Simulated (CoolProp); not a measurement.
R1234ze(Z) at several states: density (kg/m³) from the reference equation and from simpler models built on Tc = 423.3 K, pc = 3.531 MPa, ω = 0.327; each cubic takes its own stable root.

Values from CoolProp's reference Helmholtz-energy equation of state, Akasaka 2019.

```json
[
 {"T (K)": "292.9", "p (MPa)": "0.198", "phase": "liquid", "reference": "1239"},
 {"T (K)": "411.9", "p (MPa)": "13.9", "phase": "liquid", "reference": "974.0"},
 {"T (K)": "302.9", "p (MPa)": "1.65", "phase": "liquid", "reference": "1217"},
 {"T (K)": "380.9", "p (MPa)": "1.37", "phase": "gas", "reference": "66.68"}
]
```

Q: How far does each simpler model (Redlich-Kwong, Soave-Redlich-Kwong, Peng-Robinson) lie from the reference over these 4 states: mean and median of the absolute difference, and the worst?

A: 
- Redlich-Kwong: mean 36.6 %, median 20.6 %, worst -99.2 % at 292.9 K and 0.198 MPa
- Soave-Redlich-Kwong: mean 14.9 %, median 18.2 %, worst -18.9 % at 292.9 K and 0.198 MPa
- Peng-Robinson: mean 6.6 %, median 8.1 %, worst -8.2 % at 292.9 K and 0.198 MPa

At some of these states Redlich-Kwong gives the other phase, because its saturation line lies elsewhere.
